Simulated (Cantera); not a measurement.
An adiabatic, constant-volume homogeneous reactor starts with CH₄ : O₂ : N₂ : H₂O = 1 : 3.12 : 11.8 : 0.61 (molar parts), equivalence ratio 0.64, at 1250 K and 1.00 bar. Integrator tolerance rtol = 1e-08.

Cantera simulation using GRI-Mech 3.0 (53 species, 325 reactions); the numbers are that mechanism's predictions, not measurements.

Task: What does this change do: 0.11 parts H2 added?

Result: 
| quantity | before | after |
|---|---|---|
| time of steepest temperature rise | 19.2 ms | 7.33 ms |
| temperature at 0.300 s | 2565 K | 2586 K |
| equilibrium temperature | 2565 K | 2586 K |
| x(CH₄) at 0.300 s | <1e-12 (gas-phase equilibrium <1e-12) | <1e-12 (gas-phase equilibrium <1e-12) |
| x(O₂) at 0.300 s | 0.0612 (gas-phase equilibrium 0.0612) | 0.0580 (gas-phase equilibrium 0.0580) |
| x(H₂O) at 0.300 s | 0.146 (gas-phase equilibrium 0.146) | 0.150 (gas-phase equilibrium 0.150) |
| x(CO₂) at 0.300 s | 0.0522 (gas-phase equilibrium 0.0522) | 0.0511 (gas-phase equilibrium 0.0511) |
| x(NO) at 0.300 s | 0.0131 (gas-phase equilibrium 0.0131) | 0.0132 (gas-phase equilibrium 0.0132) |
| x(CO) at 0.300 s | 0.00760 (gas-phase equilibrium 0.00760) | 0.00846 (gas-phase equilibrium 0.00846) |
